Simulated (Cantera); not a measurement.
**Transport properties of process gases**

Gas mixture: 29.2 % CO, 16.6 % C₂H₂, 19.9 % H₂O, 34.3 % CO₂, at 1.01 bar, frozen composition.

Cantera's kinetic-theory transport with the Lennard-Jones parameters of GRI-Mech 3.0, ideal gas; thermal conductivity in the multicomponent form. Polar gases are described roughly by these parameters. The composition is frozen, though it would react at the higher temperatures.

| T (K) | ρ (kg/m³) | cp (J/kg/K) | μ (µPa s) | λ (mW/m/K) | Pr | D (cm²/s) H | D (cm²/s) NO | D (cm²/s) NH₃ |
|---|---|---|---|---|---|---|---|---|
| 400 | 0.950 | 1216 | 18.4 | 31.8 | 0.702 | 1.84 | 0.304 | 0.319 |
| 500 | 0.760 | 1286 | 22.2 | 40.7 | 0.703 | 2.75 | 0.451 | 0.492 |
| 600 | 0.633 | 1347 | 25.8 | 49.4 | 0.704 | 3.80 | 0.619 | 0.695 |
| 700 | 0.543 | 1401 | 29.1 | 57.9 | 0.704 | 4.97 | 0.808 | 0.927 |
| 800 | 0.475 | 1450 | 32.3 | 66.4 | 0.705 | 6.26 | 1.02 | 1.18 |
| 900 | 0.422 | 1494 | 35.3 | 74.7 | 0.705 | 7.66 | 1.24 | 1.47 |
| 1000 | 0.380 | 1533 | 38.1 | 82.9 | 0.705 | 9.16 | 1.48 | 1.77 |
| 1100 | 0.345 | 1569 | 40.9 | 90.9 | 0.705 | 10.8 | 1.74 | 2.10 |
D: mixture-averaged diffusion coefficient of that species in the mixture.
